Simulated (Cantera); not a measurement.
A closed system holds: 1 mol TiCl₄, 16 mol O₂, 2.3 mol H₂, at 0.000360 bar.

Method: chemical equilibrium by Gibbs-energy minimisation in Cantera with the NASA 1993 tables (ideal gas, pure condensed phases). Candidate condensed phases: H₂O, Ti, TiCl₂, TiCl₃, TiCl₄, TiO, TiO₂, Ti₂O₃, Ti₃O₅, Ti₄O₇; 23 gas species. Equilibrium is a limit: real reactors are often held back by kinetics, nucleation or transport. All values below are at 1625 °C.

Base state: O₂ 0.708, Cl 0.115, HCl 0.0856, H₂O 0.0668, O 0.0130, OH 0.00972, H 0.000953, H₂ 0.000536 (mole fractions); condensed: TiO₂(rutile).

**Question.** What changes in the equilibrium state with this change: O₂ from 16 to 0.87 mol?

**Answer.** 
| species | before | after |
|---|---|---|
| HCl | 0.0856 | 0.804 |
| H₂ | 0.000536 | 0.0943 |
| Cl | 0.115 | 0.0814 |
| O₂ | 0.708 | 2.53e-7 |
| O | 0.0130 | 7.78e-6 |
| H | 0.000953 | 0.0127 |
| H₂O | 0.0668 | 0.00703 |
| TiCl₃ | <1e-9 | 0.000187 |
| TiCl₂ | <1e-9 | 6.97e-5 |
| ClO | 3.00e-5 | 1.27e-8 |
| TiOCl₂ | 2.70e-7 | 0.000184 |
| OH | 0.00972 | 7.72e-5 |
| Cl₂ | 1.99e-5 | 9.96e-6 |
| TiO₂(rutile), mol | 0.998 | 0 |
| Ti₃O₅(s), mol | 0 | 0.158 |
| Ti₄O₇(s), mol | 0 | 0.131 |
Mutual solubility and eutectic melting of coexisting phases are not modelled. The tables' values for TiCl₂ are old estimates; treat these amounts as uncertain. Condensed phases not in the tables: Magnéli phases beyond Ti₄O₇.
